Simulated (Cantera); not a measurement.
A freely propagating, adiabatic, planar premixed flame of 20.2 % CO, 2.02 % H2, 16.3 % O2, 61.4 % N2, equivalence ratio 0.68, unburnt at 373 K and 0.987 atm; unity-Lewis-number transport, grid criteria slope 0.08 and curve 0.16, no radiation.

Detailed kinetics in Cantera: GRI-Mech 3.0 (53 species, 325 reactions). Unity Lewis numbers drop preferential diffusion, which matters most where H2 and H carry the flame. Burning velocities carry a grid error of a few per cent, more on coarse grids.

x: mole fraction of selected species; z is measured from the peak of heat release.

```csv
z (mm),T (K),u (m/s),x CO,x H2,x O2,x OH,x H,x NO
-2.28,373,0.347,0.202,0.0202,0.163,<1e-8,<1e-8,<1e-8
-1.52,373,0.347,0.202,0.0202,0.163,<1e-8,<1e-8,<1e-8
-1.14,374,0.348,0.202,0.0202,0.163,<1e-8,<1e-8,<1e-8
-0.760,382,0.355,0.201,0.0201,0.163,<1e-8,<1e-8,1.89e-8
-0.380,[?],0.468,0.191,0.0179,0.157,1.27e-7,6.26e-8,5.12e-7
-0.190,[?],0.733,0.166,0.0123,0.142,6.15e-5,0.000123,3.12e-6
0,[?],1.08,0.119,0.00322,0.114,0.000959,0.00273,8.38e-6
0.190,[?],1.30,0.0788,0.00104,0.0913,0.00217,0.00451,1.61e-5
0.380,[?],1.42,0.0574,0.00108,0.0806,0.00307,0.00449,2.36e-5
0.760,1800,1.53,0.0408,0.000928,0.0736,0.00356,0.00278,3.42e-5
1.52,1924,1.62,0.0287,0.000622,0.0693,0.00334,0.00125,4.80e-5
3.04,2014,1.68,0.0190,0.000387,0.0658,0.00285,0.000531,6.99e-5
6.08,2078,1.73,0.0116,0.000227,0.0630,0.00229,0.000216,0.000105
```

Question: What belongs in the gaps?

Answer: 
- -0.380, T (K): 507
- -0.190, T (K): 808
- 0, T (K): 1225
- 0.190, T (K): 1495
- 0.380, T (K): 1647
